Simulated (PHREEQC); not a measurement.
Solution (25 °C): 3.4 mmol/kgw Cu(BF4)2. Closed to the air; pH follows from the charge balance.

The numbers come from PHREEQC with the ion-association model, phreeqc.dat.

Each row changes one thing in this solution. No solid was allowed to form.

| case | pH | ionic strength (mol/kgw) | BF4- (mol/kgw) | HF (mol/kgw) | F- (mol/kgw) | H3BO3 (mol/kgw) |
|---|---|---|---|---|---|---|
| as made | 2.96 | 0.0112 | 0.00487 | 0.00323 | 0.00222 | 0.00114 |
| Cu(BF4)2 from 0.0034 to 0.00034 mol/kgw | 3.19 | 0.00168 | 5.85e-5 | 0.00113 | 0.00123 | 0.000579 |
| temperature from 25 to 70 °C | 3.10 | 0.0108 | 0.00377 | 0.00651 | 0.00259 | 0.00193 |
| Cu(BF4)2 from 0.0034 to 0.0068 mol/kgw | 2.90 | 0.0215 | 0.0110 | 0.00398 | 0.00245 | 0.00124 |
| Cu(BF4)2 from 0.0034 to 0.00068 mol/kgw | 3.10 | 0.00284 | 0.000409 | 0.00178 | 0.00160 | 0.000801 |
| Cu(BF4)2 from 0.0034 to 0.00374 mol/kgw | 2.96 | 0.0123 | 0.00547 | 0.00332 | 0.00225 | 0.00116 |

Species that the database lacks are ignored. Constants without temperature data keep their 25 °C values here. Real BF4- forms and hydrolyses slowly; the run takes it at equilibrium.
